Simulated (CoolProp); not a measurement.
Vapour-liquid equilibrium of CH3F (R41) (1) + chloromethane (R40) (2) at -3.65 °C; x and y are mole fractions of (1).

Computed with CoolProp (multi-fluid Helmholtz-energy mixture model, Lemmon 2006 and Thol 2014; pair parameters Bell 2016).

| x | bubble pressure (kPa) | y at the bubble point | dew pressure at overall composition x (kPa) | liquid density (mol/L) |
|---|---|---|---|---|
| 0.05 | 309.6 | 0.286 | 238.6 | 19.27 |
| 0.125 | 433.3 | 0.514 | 257.4 | 19.45 |
| 0.2 | 556.6 | 0.642 | 279.4 | 19.62 |
| 0.275 | 678.6 | 0.724 | 305.5 | 19.77 |
| 0.35 | 798.6 | 0.781 | 336.8 | 19.92 |
| 0.425 | 916.4 | 0.824 | 375.1 | 20.05 |
| 0.5 | 1032 | 0.857 | 423.0 | 20.17 |
| 0.575 | 1147 | 0.885 | 484.5 | 20.27 |
| 0.65 | 1261 | 0.908 | 566.4 | 20.35 |
| 0.725 | 1377 | 0.929 | 680.1 | 20.40 |
| 0.8 | 1495 | 0.949 | 846.5 | 20.43 |
| 0.875 | 1619 | 0.968 | 1103 | 20.42 |
| 0.95 | 1751 | 0.987 | 1502 | 20.37 |

No azeotrope shows between x = 0.05 and 0.95.

Pair parameters are fitted to limited data, so mixtures are less certain than the pure fluids. The gap from Raoult's law changes sign with composition, which may be real or a fault of the pair parameters; it wasn't checked against measurements.
